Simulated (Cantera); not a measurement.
Input: 1 mol C₆H₆, 1.5 mol NH₃, 3 mol H₂O, equilibrated at 1098 K and 10.0 mbar.

Equilibrium computed with Cantera from the NASA thermochemical tables; the gas is ideal and each condensed phase is pure. The numbers say what is thermodynamically allowed, not how fast it happens.

```json
[
 {"species": "H₂", "before": "0.687", "after": "0.826"},
 {"species": "N₂", "before": "0.0625", "after": "0.109"},
 {"species": "CO", "before": "0.250", "after": "0.0652"},
 {"species": "CO₂", "before": "5.70e-5", "after": "3.88e-6"},
 {"species": "H₂O", "before": "0.000158", "after": "4.95e-5"},
 {"species": "CH₄", "before": "0.000173", "after": "0.000249"},
 {"species": "C(graphite), mol", "before": "3.00", "after": "5.55"}
]
```
Gas species are given as mole fractions.

**Question.** Which change was made?
A) NH₃ from 1.5 to 0.021 mol
B) temperature from 1098 K to 848 K
C) H₂O from 3 to 0.45 mol
D) temperature from 1098 K to 575 K

**Answer.** C, H₂O from 3 to 0.45 mol
